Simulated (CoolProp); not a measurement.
Properties of n-perfluorohexane along the isotherm 450 K.

Model: reference Helmholtz-energy equation of state, Gao 2022, in CoolProp.

```tsv
p (MPa)	phase	density (kg/m³)	cp (kJ/(kg K))	cv (kJ/(kg K))	expansivity (1/kK)	fugacity coefficient
0.0138	gas	1.250	1.008	0.9826	2.244	0.9973
0.0208	gas	1.887	1.008	0.9827	2.255	0.9959
0.0313	gas	2.846	1.008	0.9829	2.272	0.9938
0.0473	gas	4.314	1.009	0.9831	2.298	0.9906
0.0713	gas	6.535	1.010	0.9835	2.338	0.9859
0.108	gas	9.974	1.011	0.9840	2.402	0.9787
0.162	gas	15.13	1.014	0.9848	2.501	0.9681
0.245	gas	23.31	1.018	0.9861	2.666	0.9518
0.369	gas	36.13	1.025	0.9882	2.947	0.9277
0.557	gas	57.22	1.038	0.9917	3.481	0.8913
0.841	gas	94.11	1.067	0.9983	4.680	0.8368
1.27	gas	170.4	1.168	1.013	8.854	0.7543
1.91	supercritical	850.5	2.491	1.063	49.73	0.6159
2.89	supercritical	1057	1.385	1.040	8.382	0.4454
4.35	supercritical	1147	1.279	1.031	4.891	0.3333
```

The peak of cp marks the crossing from liquid-like to gas-like fluid above the critical point.
